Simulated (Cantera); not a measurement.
A perfectly stirred reactor is fed with CH3OH : O2 : N2 = 0.0039 : 0.0043 : 1 (molar parts), equivalence ratio 1.4, at 750 Torr; it is held at 1375 K, and followed from long to short residence time.

Model: GRI-Mech 3.0 (53 species, 325 reactions), integrated in Cantera. GRI-Mech 3.0 was tuned for natural gas; its chemistry of methanol as a main component is partial and can be far from experiment.

Problem. What does this change do: temperature 1375 to 923 K?

Solution. 
```tsv
quantity	before	after
x(CH3OH) at τ = 1.10 s	1.95e-7	0.00387
x(O2) at τ = 1.10 s	8.92e-6	0.00427
x(C2H6) at τ = 1.10 s	5.60e-12	<1e-12
x(C2H2) at τ = 1.10 s	9.25e-10	<1e-12
x(CO2) at τ = 1.10 s	0.00244	8.78e-10
x(CH3OH) at τ = 16.0 ms	2.98e-6	0.00387
x(O2) at τ = 16.0 ms	0.000178	0.00427
x(C2H6) at τ = 16.0 ms	2.85e-10	<1e-12
x(C2H2) at τ = 16.0 ms	1.25e-8	<1e-12
x(CO2) at τ = 16.0 ms	0.00211	1.28e-11
```
